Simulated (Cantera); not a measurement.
Cantera run:

```python
import numpy as np
import cantera as ct

gas_names = """
    B BH BH2 BH3 BN BO BO2 B2 B2O B2O2 B2O3 B3O3H3 H HBO HBO2 HNO HNO2 HNO3 HO2 H2 H2O H2O2 H3B3O6 N NH
    NH2 NH3 NH2OH NO NO2 NO3 N2 N2H2 N2H4 N2O O OH O2 O3
""".split()
cond_names = """
    B(b) B(L) BN(s) B2O3(L) B3O3H3(cr) H2O(s) H2O(L)
""".split()


# ... load() reads the species with a 1 bar reference pressure and builds the phases ...
atoms = {
    'borazine': {'B': 3, 'N': 3, 'H': 6},
    'H2O': {'H': 2, 'O': 1},
}
top_T = {'BN(s)': 3200}  # K; cautious upper limits of use, not melting points


# ... equilibrate(T, P, feed) seeds the gas with the atoms and calls Mixture.equilibrate('TP', solver="vcs", rtol=1e-11, max_steps=5000) ...
results = []
feed = {'borazine': 1, 'H2O': 8}  # mol
P = 10000  # Pa
for T in [973, 1173, 1373, 1573, 1773, 1973, 2173, 2373]:
    mix = equilibrate(T, P, feed)
    results.append((T, P, feed, dict(zip(mix.species_names, mix.species_moles))))
    x = sorted(zip(gas.X, gas.species_names), reverse=True)
    print(f"T = {T:g} K  P = {P:g} Pa  gas = {mix.phase_moles(0):.4g} mol")
    print("   x: " + "  ".join(f"{s} {v:.3e}" for v, s in x if v > 1e-05))
    print("   condensed (mol): " + ("  ".join(f"{mix.phase(i).name} {mix.phase_moles(i):.4g}"
          for i in range(1, mix.n_phases) if mix.phase_moles(i) > 1e-12) or "none"))
```

Result:

```
T = 973 K  P = 10000 Pa  gas = 12.49 mol
   x: H2 6.004e-01  H2O 2.780e-01  N2 1.201e-01  H3B3O6 1.484e-03  HBO2 2.442e-05  NH3 1.128e-05
   condensed (mol): B2O3(L) 1.472
T = 1173 K  P = 10000 Pa  gas = 12.5 mol
   x: H2 5.999e-01  H2O 2.786e-01  N2 1.200e-01  HBO2 9.360e-04  H3B3O6 6.022e-04
   condensed (mol): B2O3(L) 1.483
T = 1373 K  P = 10000 Pa  gas = 12.57 mol
   x: H2 5.966e-01  H2O 2.722e-01  N2 1.193e-01  HBO2 1.162e-02  H3B3O6 2.948e-04  B2O3 1.252e-05
   condensed (mol): B2O3(L) 1.421
T = 1573 K  P = 10000 Pa  gas = 12.96 mol
   x: H2 5.786e-01  H2O 2.356e-01  N2 1.158e-01  HBO2 6.881e-02  B2O3 8.978e-04  HBO 1.421e-04  H3B3O6 1.401e-04  H 9.780e-05
   condensed (mol): B2O3(L) 1.039
T = 1773 K  P = 10000 Pa  gas = 14 mol
   x: H2 5.338e-01  HBO2 1.832e-01  H2O 1.590e-01  N2 1.071e-01  B2O3 1.474e-02  HBO 1.404e-03  H 6.573e-04  BO 3.174e-05  H3B3O6 2.549e-05  BO2 1.700e-05  B2O2 1.476e-05  OH 1.213e-05
   condensed (mol): none
T = 1973 K  P = 10000 Pa  gas = 14.02 mol
   x: H2 5.303e-01  HBO2 1.738e-01  H2O 1.641e-01  N2 1.070e-01  B2O3 1.841e-02  H 3.107e-03  HBO 2.837e-03  BO 2.476e-04  BO2 1.168e-04  OH 9.127e-05  B2O2 4.307e-05
   condensed (mol): none
T = 2173 K  P = 10000 Pa  gas = 14.09 mol
   x: H2 5.216e-01  H2O 1.690e-01  HBO2 1.634e-01  N2 1.064e-01  B2O3 2.126e-02  H 1.102e-02  HBO 4.868e-03  BO 1.278e-03  BO2 5.569e-04  OH 4.781e-04  B2O2 9.756e-05
   condensed (mol): none
T = 2373 K  P = 10000 Pa  gas = 14.29 mol
   x: H2 5.016e-01  H2O 1.728e-01  HBO2 1.505e-01  N2 1.050e-01  H 3.128e-02  B2O3 2.258e-02  HBO 7.217e-03  BO 4.775e-03  BO2 2.004e-03  OH 1.914e-03  B2O2 1.770e-04  O 8.033e-05  NO 4.905e-05  O2 1.148e-05
   condensed (mol): none
```

These are equilibrium values from Cantera (NASA tables, ideal gas, pure condensed phases), not measurements of a reactor. The feed counts by its element totals alone. Gases not in the tables: H3BO3.
